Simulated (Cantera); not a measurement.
A closed system holds: 1 mol BN, 2.2 mol F₂, 0.58 mol N₂, equilibrated at 1650 °C and 3.80 Pa.

Method: chemical equilibrium by Gibbs-energy minimisation in Cantera with the NASA 1993 tables (ideal gas, pure condensed phases). Candidate condensed phases: B, BN; 13 gas species. The tables' values for BF₂ are old estimates; treat these amounts as uncertain. The numbers say what is thermodynamically allowed, not how fast it happens.

Base state: F 0.402, N₂ 0.310, BF₃ 0.287, BF₂ 3.06e-5 (mole fractions); condensed: gas only.

Question: What changes in the equilibrium state with this change: temperature from 1650 °C to 427 °C?

Answer: 
```
species   before     after
-------  -------  --------
N₂         0.310     0.369
BF₃        0.287     0.342
F₂       4.30e-8     0.188
F          0.402     0.101
NF₃        <1e-9  0.000634
BF₂      3.06e-5     <1e-9
```
